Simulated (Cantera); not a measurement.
A freely propagating, adiabatic, planar premixed flame of CH₄ : O₂ : N₂ = 1 : 1.33 : 5.01 (molar parts), equivalence ratio 1.5, unburnt at 500 K and 5.00 bar; mixture-averaged transport, grid criteria slope 0.08 and curve 0.16, no radiation.

Computed with Cantera and GRI-Mech 3.0 (53 species, 325 reactions). Burning velocities carry a grid error of a few per cent, more on coarse grids.

Task: How do the results move with these cheaper or finer settings: unity-Lewis-number transport; multicomponent transport; multicomponent+Soret transport; grid criteria slope 0.5, curve 1; grid criteria slope 0.25, curve 0.5; grid criteria slope 0.03, curve 0.06?

Result: 
```csv
setting,laminar burning velocity,thermal thickness,peak x(C₂H₂),peak x(H),grid points
as above,18.1 cm/s,0.282 mm,0.00427,0.000554,121
unity-Lewis-number transport,13.8 cm/s,0.333 mm,0.00377,0.000545,130
multicomponent transport,18.2 cm/s,0.287 mm,0.00429,0.000552,121
multicomponent+Soret transport,18.1 cm/s,0.284 mm,0.00408,0.000573,122
"grid criteria slope 0.5, curve 1",19.7 cm/s,0.309 mm,0.00422,0.000550,30
"grid criteria slope 0.25, curve 0.5",18.7 cm/s,0.295 mm,0.00426,0.000548,50
"grid criteria slope 0.03, curve 0.06",17.7 cm/s,0.279 mm,0.00427,0.000550,326
```
The base run took roughly 8 core-seconds.
Unity Lewis numbers drop preferential diffusion, which matters most where H2 and H carry the flame; Soret adds thermal diffusion.
